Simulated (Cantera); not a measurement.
A perfectly stirred reactor is fed with 32.3 % NO, 67.7 % N2, at 150 Torr; it is held at 1675 K, and followed from long to short residence time.

Model: GRI-Mech 3.0 (53 species, 325 reactions), integrated in Cantera.

x: mole fraction; the columns are a selection and need not sum to one.

| τ (s) | x NO | x O2 | x N2O | x O | x NO2 | x N2 |
|---|---|---|---|---|---|---|
| 21 | 0.273 | 0.0248 | 2.69e-5 | 1.30e-5 | [?] | 0.702 |
| 6.7 | 0.304 | 0.00926 | 3.37e-5 | 8.75e-6 | [?] | 0.687 |
| 2.1 | 0.316 | 0.00303 | 3.65e-5 | 6.24e-6 | [?] | 0.681 |
| 0.68 | 0.321 | 0.000966 | 3.66e-5 | 5.07e-6 | [?] | 0.678 |
| 0.21 | 0.322 | 0.000270 | 3.41e-5 | 4.43e-6 | [?] | 0.678 |
| 0.068 | 0.322 | 6.54e-5 | 2.77e-5 | 3.77e-6 | [?] | 0.678 |
| 0.021 | 0.323 | 8.93e-6 | 1.70e-5 | 2.60e-6 | [?] | 0.677 |
| 0.0068 | 0.323 | 6.83e-7 | 7.85e-6 | 1.41e-6 | [?] | 0.677 |
| 0.0021 | 0.323 | 4.80e-8 | 2.82e-6 | 7.64e-7 | [?] | 0.677 |
| 0.00068 | 0.323 | 5.63e-9 | 9.59e-7 | 4.49e-7 | [?] | 0.677 |

### Question
Complete the blanks.

### Answer

- 21, x NO2: 0.000142
- 6.7, x NO2: 0.000104
- 2.1, x NO2: 7.38e-5
- 0.68, x NO2: 5.88e-5
- 0.21, x NO2: 5.03e-5
- 0.068, x NO2: 4.10e-5
- 0.021, x NO2: 2.47e-5
- 0.0068, x NO2: 9.31e-6
- 0.0021, x NO2: 2.44e-6
- 0.00068, x NO2: 5.56e-7
